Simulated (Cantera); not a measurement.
Input: 1 mol TiC, 0.019 mol C, 0.24 mol H2, equilibrated at 1427 °C and 4950 Torr.

These are equilibrium values from Cantera (NASA tables, ideal gas, pure condensed phases), not measurements of a reactor. Candidate condensed phases: C, C6H6, C7H8, C8H18, Ti, TiC; 77 gas species. TiC: taken at fixed stoichiometry. The numbers say what is thermodynamically allowed, not how fast it happens.

Base state: H2 0.993, CH4 0.00712, C2H2 (acetylene) 7.29e-5, H 5.71e-5, C2H4 2.33e-5 (mole fractions); condensed: C(graphite) + TiC(s).

**Question.** What changes in the equilibrium state with this change: pressure from 4950 Torr to 3230 Torr?

**Answer.** 
```tsv
species	before	after
H2	0.993	0.995
CH4	0.00712	0.00466
C2H2 (acetylene)	7.29e-5	7.30e-5
H	5.71e-5	7.09e-5
C2H4	2.33e-5	1.52e-5
C(graphite), mol	0.0173	0.0178
TiC(s), mol	1.00	1.00
```

**Question.** What changes in the equilibrium state with this change: TiC replaced by MgO?

**Answer.** 
```
species            before    after
----------------  -------  -------
H2                  0.993    0.988
CH4               0.00712  0.00706
CO                      0  0.00216
Mg                      0  0.00210
MgH                     0  6.70e-5
C2H4              2.33e-5  2.31e-5
C2H2 (acetylene)  7.29e-5  7.26e-5
H                 5.71e-5  5.70e-5
C(graphite), mol   0.0173   0.0167
TiC(s), mol          1.00        0
MgO(s), mol             0    0.999
```
The tables' values for MgH are old estimates; treat these amounts as uncertain. Further candidate phases: H2O, Mg, MgCO3, MgO, Mg(OH)2.
